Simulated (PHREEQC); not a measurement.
Consider water at 25 °C with 120 mmol/kgw NaH2PO4 and 180 mmol/kgw KOH. Closed to the air; pH follows from the charge balance.

Model: ion-association model, phreeqc.dat, run in PHREEQC.

Problem. The ionic strength comes out as 0.520 mol/kgw. What activity coefficients do HPO4-2, NaHPO4-, Na+, PO4-3, OH- get?

Solution. HPO4-2 0.21, NaHPO4- 0.69, Na+ 0.72, PO4-3 0.020, OH- 0.63.

Precipitation was switched off in this run. Species that the database lacks are ignored.
